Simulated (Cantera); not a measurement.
Charge: 1 mol AlN, 0.8 mol H2O, 1.8 mol N2, held at 1627 °C and 15.0 mbar.

These are equilibrium values from Cantera (NASA tables, ideal gas, pure condensed phases), not measurements of a reactor. Candidate condensed phases: Al, AlN, Al2O3, H2O; 35 gas species. Mutual solubility and eutectic melting of coexisting phases are not modelled. The tables' values for AlOH are old estimates; treat these amounts as uncertain. Condensed phases not in the tables: aluminium oxynitride. Rates play no part.

Problem. What is the equilibrium state?

Solution. 
* **x(N2)**: 0.718
* **x(H2)**: 0.276
* **x(H)**: 0.00340
* **x(Al)**: 0.00179
* **x(Al2O)**: 0.000843
* **x(AlH)**: 4.05e-5
* **x(AlOH)**: 1.02e-5
* **x(H2O)**: 7.06e-6
* **n(AlN(s))**: 0.458 mol
* **n(Al2O3(s))**: 0.266 mol
* **gas amount**: 2.883 mol
* **log10 activity of Al(l) (absent)**: -1.94
